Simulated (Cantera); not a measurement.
A Cantera script and what it prints.

```python
import numpy as np
import cantera as ct

gas_names = [...]  # 113 gases of nasa_gas.yaml made of C, H, O, Ta
cond_names = """
    C(gr) C6H6(L) C7H8(L) C8H18(L),n-octa H2O(s) H2O(L) Ta(cr) Ta(L) TaC(s) TaC(L) Ta2O5(s) Ta2O5(L)
""".split()


# ... load() reads the species with a 1 bar reference pressure and builds the phases ...
atoms = {
    'Ta(OEt)5': {'Ta': 1, 'C': 10, 'H': 25, 'O': 5},
    'H2O': {'H': 2, 'O': 1},
    'CH4': {'C': 1, 'H': 4},
}
top_T = {'C(gr)': 4500}  # K; cautious upper limits of use, not melting points


# ... equilibrate(T, P, feed) seeds the gas with the atoms and calls Mixture.equilibrate('TP', solver="vcs", rtol=1e-11, max_steps=5000) ...
results = []
feed = {'Ta(OEt)5': 1, 'H2O': 0.39, 'CH4': 0.16}  # mol
T = 2148  # K
P = 270000  # Pa
mix = equilibrate(T, P, feed)
results.append((T, P, feed, dict(zip(mix.species_names, mix.species_moles))))
x = sorted(zip(gas.X, gas.species_names), reverse=True)
print(f"T = {T:g} K  P = {P:g} Pa  gas = {mix.phase_moles(0):.4g} mol")
print("   x: " + "  ".join(f"{s} {v:.3e}" for v, s in x if v > 1e-06))
print("   condensed (mol): " + ("  ".join(f"{mix.phase(i).name} {mix.phase_moles(i):.4g}"
      for i in range(1, mix.n_phases) if mix.phase_moles(i) > 1e-12) or "none"))
```

Output:

```
T = 2148 K  P = 270000 Pa  gas = 18.61 mol
   x: H2 7.065e-01  CO 2.896e-01  H 2.132e-03  C2H2,acetylene 1.353e-03  CH4 3.975e-04  H2O 3.747e-05  CH3 2.319e-05  C2H4 8.052e-06  CO2 3.007e-06  C4H2 1.052e-06
   condensed (mol): C(gr) 3.712  TaC(s) 1
```

Cantera equilibrium calculation (NASA polynomials, part measured and part estimated; ideal gas, pure solids and liquids). The feed counts by its element totals alone. TaC: taken at fixed stoichiometry. Condensed phases not in the tables: Ta2C.
